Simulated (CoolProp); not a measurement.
Model: reference Helmholtz-energy equation of state, Span 2000, in CoolProp.

Problem. Give the vapour pressure (kPa), enthalpy of vaporisation (kJ/kg), vapour Z, liquid conductivity (mW/(m K)) of saturated nitrogen at -173.75, -165.85, -157.85 °C.

Solution. 
```json
[
 {"T (°C)": "-173.75", "p (kPa)": "746", "enthalpy of vaporisation (kJ/kg)": "162", "vapour Z": "0.826", "liquid conductivity (mW/(m K))": "101"},
 {"T (°C)": "-165.85", "p (kPa)": "1250", "enthalpy of vaporisation (kJ/kg)": "142", "vapour Z": "0.749", "liquid conductivity (mW/(m K))": "85.7"},
 {"T (°C)": "-157.85", "p (kPa)": "1970", "enthalpy of vaporisation (kJ/kg)": "115", "vapour Z": "0.646", "liquid conductivity (mW/(m K))": "70.0"}
]
```

Thermal conductivity comes from a separate model (Lemmon 2004).
